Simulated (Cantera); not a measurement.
A closed system holds: 1 mol B2O3, 0.66 mol N2, equilibrated at 10.0 Torr.

Method: chemical equilibrium by Gibbs-energy minimisation in Cantera with the NASA 1993 tables (ideal gas, pure condensed phases). Candidate condensed phases: B, BN, B2O3; 17 gas species. Rates play no part.

x: gas mole fraction; n: condensed amount in mol.

```
T (K)   x N2      x B2O3       x BO2        x BO      x B2O2         x O  n B2O3(l)
-----  -----  ----------  ----------  ----------  ----------  ----------  ---------
873     1.00      <1e-12      <1e-12      <1e-12      <1e-12      <1e-12       1.00
1073    1.00     6.47e-9    8.63e-12      <1e-12      <1e-12      <1e-12       1.00
1273   1.000  (withheld)  (withheld)  (withheld)  (withheld)      <1e-12      1.000
1473   0.999    0.000927     4.33e-7     3.02e-7     8.27e-8    1.53e-10      0.999
1673   0.962  (withheld)  (withheld)  (withheld)  (withheld)  (withheld)      0.974
1873   0.397       0.600     0.00140    0.000852    0.000286     1.84e-6          0
2073   0.395       0.592     0.00653     0.00531    0.000725     3.65e-5          0
2273   0.388       0.564      0.0235      0.0227     0.00141    0.000456          0
```

**Question.** What belongs in the gaps?

**Answer.** 
- 1273, x B2O3: 6.51e-6
- 1273, x BO2: 1.09e-9
- 1273, x BO: 7.29e-10
- 1273, x B2O2: 1.50e-10
- 1673, x B2O3: 0.0381
- 1673, x BO2: 4.24e-5
- 1673, x BO: 2.68e-5
- 1673, x B2O2: 8.48e-6
- 1673, x O: 3.00e-8
